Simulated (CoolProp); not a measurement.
A simple Rankine cycle with R245fa: condensing at 314.15 K, boiler at 0.897 MPa, turbine inlet 373.4 K, turbine efficiency 0.65, pump efficiency 0.8, no recuperator. Each further row changes one setting.

Values from CoolProp's reference Helmholtz-energy equation of state, Akasaka 2015.

```json
[
 {"case": "as stated", "thermal efficiency (%)": "6.7", "net work (kJ/kg)": "(withheld)", "heat in (kJ/kg)": "229", "turbine exit temperature (K)": "347.2", "volume ratio over the turbine": "3.61"},
 {"case": "turbine inlet 393.4 K", "thermal efficiency (%)": "6.6", "net work (kJ/kg)": "16.7", "heat in (kJ/kg)": "252", "turbine exit temperature (K)": "368.5", "volume ratio over the turbine": "(withheld)"},
 {"case": "condensing temperature 306.15 K", "thermal efficiency (%)": "7.8", "net work (kJ/kg)": "18.8", "heat in (kJ/kg)": "240", "turbine exit temperature (K)": "(withheld)", "volume ratio over the turbine": "(withheld)"},
 {"case": "boiler pressure 0.628 MPa", "thermal efficiency (%)": "4.9", "net work (kJ/kg)": "11.6", "heat in (kJ/kg)": "234", "turbine exit temperature (K)": "356.1", "volume ratio over the turbine": "2.46"},
 {"case": "turbine efficiency 0.55", "thermal efficiency (%)": "5.6", "net work (kJ/kg)": "(withheld)", "heat in (kJ/kg)": "229", "turbine exit temperature (K)": "349.7", "volume ratio over the turbine": "3.65"}
]
```

Q: Some entries are withheld; supply them.

A: 
- as stated, net work (kJ/kg): 15.4
- turbine inlet 393.4 K, volume ratio over the turbine: 3.55
- condensing temperature 306.15 K, turbine exit temperature (K): 342.6
- condensing temperature 306.15 K, volume ratio over the turbine: 4.72
- turbine efficiency 0.55, net work (kJ/kg): 12.9
